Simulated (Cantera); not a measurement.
## Si + F2 + H2 (silicon etching in halogen gases)

Input: 1 mol Si, 3.2 mol F2, 28 mol H2, at 1548.15 K and 0.100 bar.

Cantera equilibrium calculation (NASA polynomials, part measured and part estimated; ideal gas, pure solids and liquids). Candidate condensed phases: Si; 25 gas species. The tables' values for SiF3 are old estimates; treat these amounts as uncertain. Kinetics and transport are ignored.

- x(H2): 0.886
- x(HF): 0.0804
- x(SiF4): 0.0321
- x(SiF3): 0.000716
- x(SiHF3): 0.000243
- x(H): 9.18e-5
- x(SiF2): 8.36e-6
- gas amount: 30.21 mol
- log10 activity of Si(s) (absent): -5.39
